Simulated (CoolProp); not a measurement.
Vapour-liquid equilibrium of ethane (1) + n-pentane (2) at 0.102 MPa; x and y are mole fractions of (1).

Computed with CoolProp (multi-fluid Helmholtz-energy mixture model, Bücker 2006 and Thol 2019; pair parameters Kunz 2012).

| x | bubble temperature, mixture model (K) | bubble temperature, Raoult's law (K) | y, mixture model | y, Raoult's law |
|---|---|---|---|---|
| 0.05 | (withheld) | 261.4 | 0.850 | 0.870 |
| 0.15 | (withheld) | 228.6 | 0.985 | 0.983 |
| 0.25 | 212.0 | 214.9 | 0.995 | 0.995 |
| 0.35 | (withheld) | 206.7 | 0.998 | 0.998 |
| 0.45 | 198.9 | 200.9 | 0.999 | 0.999 |
| 0.55 | (withheld) | 196.6 | 0.999 | 0.999 |
| 0.65 | 192.2 | 193.1 | 1.000 | 1.000 |
| 0.75 | (withheld) | 190.2 | 1.000 | 1.000 |
| 0.85 | (withheld) | 187.8 | 1.000 | 1.000 |
| 0.95 | (withheld) | 185.6 | 1.000 | 1.000 |

### Question
What belongs in the gaps?

### Answer

- 0.05, bubble temperature, mixture model (K): 263.5
- 0.15, bubble temperature, mixture model (K): 226.2
- 0.35, bubble temperature, mixture model (K): 204.1
- 0.55, bubble temperature, mixture model (K): 195.1
- 0.75, bubble temperature, mixture model (K): 189.8
- 0.85, bubble temperature, mixture model (K): 187.6
- 0.95, bubble temperature, mixture model (K): 185.7

The largest gap from Raoult's law is -2.9 K in bubble temperature, at x = 0.25. No azeotrope shows between x = 0.05 and 0.95.

Pair parameters are fitted to limited data, so mixtures are less certain than the pure fluids. The gap from Raoult's law changes sign with composition, which may be real or a fault of the pair parameters; it wasn't checked against measurements.
